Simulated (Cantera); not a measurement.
A closed system holds: 1 mol SiCl4, a varied amount of O3, 9.6 mol H2, 0.47 mol NO, equilibrated at 1425 K and 1.00 Torr.

Method: chemical equilibrium by Gibbs-energy minimisation in Cantera with the NASA 1993 tables (ideal gas, pure condensed phases). Candidate condensed phases: H2O, NH4Cl, Si, SiO2, Si2N2O, Si3N4; 47 gas species. Mutual solubility and eutectic melting of coexisting phases are not modelled. The tables hold silica as quartz up to 1696 K and as liquid above; real silica turns to tridymite and cristobalite and melts near 1996 K. The numbers say what is thermodynamically allowed, not how fast it happens.

### Question
What share of the Si ends up in condensed phases as a function of n(O3) (mol), at 0.094, 0.12, 0.15, 0.19, 0.24, 0.3, 0.38, 0.48, 0.6?

### Answer
```json
[
 {"n(O3) (mol)": "0.094", "Si condensed (%)": "60.6", "as": "SiO2(β-quartz) + Si2N2O(s)"},
 {"n(O3) (mol)": "0.12", "Si condensed (%)": "64.7", "as": "SiO2(β-quartz) + Si2N2O(s)"},
 {"n(O3) (mol)": "0.15", "Si condensed (%)": "69.2", "as": "SiO2(β-quartz) + Si2N2O(s)"},
 {"n(O3) (mol)": "0.19", "Si condensed (%)": "74.4", "as": "SiO2(β-quartz) + Si2N2O(s)"},
 {"n(O3) (mol)": "0.24", "Si condensed (%)": "79.4", "as": "SiO2(β-quartz) + Si2N2O(s)"},
 {"n(O3) (mol)": "0.3", "Si condensed (%)": "83.5", "as": "SiO2(β-quartz) + Si2N2O(s)"},
 {"n(O3) (mol)": "0.38", "Si condensed (%)": "86.6", "as": "SiO2(β-quartz) + Si2N2O(s)"},
 {"n(O3) (mol)": "0.48", "Si condensed (%)": "92.7", "as": "SiO2(β-quartz)"},
 {"n(O3) (mol)": "0.6", "Si condensed (%)": "100.0", "as": "SiO2(β-quartz)"}
]
```
